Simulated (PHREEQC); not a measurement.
Make-up at 20 °C: 0.0072 mol/kgw NH4HS, 0.0037 mol/kgw HCl and 0.00035 mol/kgw MnCl2. Closed to the air; pH follows from the charge balance.

The numbers come from PHREEQC with the ion-association model, wateq4f.dat.

Precipitation was switched off in this run.

Task: What pH does the model give?

Result: pH 6.94.

Task: In which forms is S present?

Result: H2S 52 %, HS- 48 % of the S.

Complexes and solids missing from the database can't appear. The polysulfide entries of wateq4f.dat were taken out for this run.
